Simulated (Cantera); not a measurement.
Charge: 1 mol Al, a varied amount of O2, 300 mol N2, held at 727 °C and 1.10 mbar.

Method: chemical equilibrium by Gibbs-energy minimisation in Cantera with the NASA 1993 tables (ideal gas, pure condensed phases). Candidate condensed phases: Al, AlN, Al2O3; 16 gas species. Equilibrium is a limit: real reactors are often held back by kinetics, nucleation or transport.

x: gas mole fraction; n: condensed amount in mol.

```csv
n(O2) (mol),x N2,x O2,x NO,x NO2,n AlN(s),n Al2O3(s)
0.31,1.00,<1e-12,<1e-12,<1e-12,0.587,0.207
0.83,1.000,0.000266,1.25e-6,7.99e-11,0,0.500
1.4,0.998,…,…,…,0,0.500
1.9,0.996,0.00382,4.74e-6,1.14e-9,0,0.500
2.4,0.995,…,…,…,0,0.500
2.9,0.993,0.00711,6.46e-6,2.13e-9,0,0.500
3.4,0.991,0.00875,7.16e-6,2.62e-9,0,0.500
4,0.989,0.0107,7.92e-6,3.20e-9,0,0.500
4.5,0.988,0.0123,8.49e-6,3.69e-9,0,0.500
5,0.986,0.0140,9.02e-6,4.17e-9,0,0.500
5.5,0.984,0.0156,9.52e-6,4.65e-9,0,0.500
```

Q: Some entries are withheld; supply them.

A: 
- 1.4, x O2: 0.00216
- 1.4, x NO: 3.57e-6
- 1.4, x NO2: 6.48e-10
- 2.4, x O2: 0.00547
- 2.4, x NO: 5.67e-6
- 2.4, x NO2: 1.64e-9
